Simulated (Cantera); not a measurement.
What does this Cantera script print?

```python
import numpy as np
import cantera as ct

surf = ct.Interface("ptcombust.yaml", "Pt_surf")
gas = surf.adjacent["gas"]
gas.TPX = 300, 2900, {'CH4': 0.022, 'O2': 0.19, 'N2': 0.79}
jet = ct.ImpingingJet(gas=gas, width=0.023, surface=surf)
jet.inlet.mdot, jet.inlet.T, jet.inlet.X = 0.15, 300, {'CH4': 0.022, 'O2': 0.19, 'N2': 0.79}
jet.set_refine_criteria(ratio=10, slope=0.2, curve=0.3)
show, cover = ['CH4', 'O2', 'H2O', 'OH', 'CO', 'CO2'], ["PT(S)", "H(S)", "O(S)", "OH(S)", "CO(S)", "C(S)"]

rows = []
print(f"{'Ts/K':>7s}" + "".join(f"{s:>11s}" for s in show + cover) + "   (gas at the wall, coverages)")
for i, Ts in enumerate([950, 1000, 1050, 1100, 1150, 1200, 1250, 1300]):
    jet.surface.T = Ts
    if i == 0:
        surf.TP = Ts, 2900
        surf.coverages = "PT(S):0.5, O(S):0.5"
        surf.advance_coverages(1.0)
        jet.set_initial_guess(products="inlet")
    jet.solve(loglevel=0, auto=(i == 0))
    rows.append([*(jet.X[gas.species_index(s), -1] for s in show), *surf[cover].coverages])
    print(f"{Ts:7g}" + "".join(f"{x:11.3e}" for x in rows[-1]))
```

It prints:

```
   Ts/K        CH4         O2        H2O         OH         CO        CO2      PT(S)       H(S)       O(S)      OH(S)      CO(S)       C(S)   (gas at the wall, coverages)
    950  1.872e-02  1.827e-01  6.042e-03  7.087e-08  1.037e-05  3.965e-03  3.002e-01  5.786e-08  6.994e-01  3.372e-04  3.790e-06  1.818e-08
   1000  1.724e-02  1.795e-01  8.771e-03  2.125e-07  1.303e-05  5.768e-03  3.713e-01  1.309e-07  6.284e-01  3.556e-04  3.177e-06  1.990e-08
   1050  1.572e-02  1.763e-01  1.156e-02  5.551e-07  1.595e-05  7.614e-03  4.418e-01  2.617e-07  5.579e-01  3.547e-04  2.604e-06  2.077e-08
   1100  1.429e-02  1.732e-01  1.419e-02  1.293e-06  1.925e-05  9.357e-03  5.101e-01  4.758e-07  4.896e-01  3.394e-04  2.123e-06  2.109e-08
   1150  1.300e-02  1.705e-01  1.653e-02  2.724e-06  2.312e-05  1.091e-02  5.750e-01  8.032e-07  4.246e-01  3.150e-04  1.742e-06  2.115e-08
   1200  1.190e-02  1.682e-01  1.852e-02  5.308e-06  2.782e-05  1.223e-02  6.354e-01  1.277e-06  3.643e-01  2.855e-04  1.448e-06  2.113e-08
   1250  1.097e-02  1.663e-01  2.016e-02  9.636e-06  3.370e-05  1.331e-02  6.907e-01  1.938e-06  3.091e-01  2.542e-04  1.226e-06  2.120e-08
   1300  1.021e-02  1.647e-01  2.148e-02  1.646e-05  4.119e-05  1.418e-02  7.403e-01  2.826e-06  2.595e-01  2.232e-04  1.060e-06  2.142e-08
```

Model: Deutschmann's 1995 Pt surface mechanism with GRI-Mech 3.0 gas chemistry, integrated in Cantera. Catalytic surfaces can have several steady states; this one follows from the mechanism file's or the stated starting coverage.
